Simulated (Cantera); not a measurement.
A perfectly stirred reactor is fed with CH4 : N2 = 1 : 17 (molar parts), at 1.90 bar; it is held at 1650 K, and followed from long to short residence time.

Detailed kinetics in Cantera: GRI-Mech 3.0 (53 species, 325 reactions). GRI-Mech 3.0 stops at C3 and has no aromatics, soot or wall deposition, so with more carbon than oxygen in the feed, carbon stays in small species such as C2H2 where larger ones or solid carbon would form.

Q: What does this change do: pressure from 1.90 bar to 0.400 bar?

A: 
| quantity | before | after |
|---|---|---|
| x(CH4) at τ = 2.40 s | 0.00551 | 0.00672 |
| x(H) at τ = 2.40 s | 1.67e-5 | 3.33e-5 |
| x(HCN) at τ = 2.40 s | 9.58e-7 | 2.38e-6 |
| x(CH2) at τ = 2.40 s | 6.01e-9 | 3.00e-8 |
| x(C2H4) at τ = 2.40 s | 0.000239 | 7.05e-5 |
| x(CH4) at τ = 20.0 ms | 0.0366 | 0.0424 |
| x(H) at τ = 20.0 ms | 7.01e-6 | 8.99e-6 |
| x(HCN) at τ = 20.0 ms | 3.83e-8 | 3.69e-8 |
| x(CH2) at τ = 20.0 ms | 4.48e-8 | 1.53e-7 |
| x(C2H4) at τ = 20.0 ms | 0.000727 | 0.00118 |

Q: What does this change do: N2 17 to 11 parts?

A: 
| quantity | before | after |
|---|---|---|
| x(CH4) at τ = 2.40 s | 0.00551 | 0.00807 |
| x(H) at τ = 2.40 s | 1.67e-5 | 2.02e-5 |
| x(HCN) at τ = 2.40 s | 9.58e-7 | 7.30e-7 |
| x(CH2) at τ = 2.40 s | 6.01e-9 | 6.01e-9 |
| x(C2H4) at τ = 2.40 s | 0.000239 | 0.000503 |
| x(CH4) at τ = 20.0 ms | 0.0366 | 0.0545 |
| x(H) at τ = 20.0 ms | 7.01e-6 | 8.32e-6 |
| x(HCN) at τ = 20.0 ms | 3.83e-8 | 2.81e-8 |
| x(CH2) at τ = 20.0 ms | 4.48e-8 | 4.33e-8 |
| x(C2H4) at τ = 20.0 ms | 0.000727 | 0.00103 |
